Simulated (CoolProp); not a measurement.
A closed Brayton cycle with carbon dioxide: compressor inlet 326.15 K and 9.8 MPa, high pressure 27.6 MPa, turbine inlet 665 K, compressor efficiency 0.8, turbine efficiency 0.85, recuperator effectiveness 0 (on enthalpy, no pinch check). Each further row changes one setting.

Computed with CoolProp (reference Helmholtz-energy equation of state, Span 1996).

| case | thermal efficiency (%) | net work (kJ/kg) | compressor to turbine work | compressor exit (K) | turbine exit (K) |
|---|---|---|---|---|---|
| as stated | ? | 48.2 | 0.51 | 401.7 | 559.4 |
| turbine inlet 615 K | 12.2 | 38.2 | 0.57 | 401.7 | 513.0 |
| compressor inlet 336.15 K | 11.6 | 38.9 | 0.60 | 424.1 | 559.4 |
| high pressure 23.5 MPa | 11.3 | 44.2 | ? | ? | ? |
| recuperator effectiveness 0.5 | 17.0 | 48.2 | 0.51 | 401.7 | 559.4 |

### Question
Fill in the missing entries.

### Answer

- as stated, thermal efficiency (%): 12.8
- high pressure 23.5 MPa, compressor to turbine work: 0.48
- high pressure 23.5 MPa, compressor exit (K): 389.5
- high pressure 23.5 MPa, turbine exit (K): 575.5
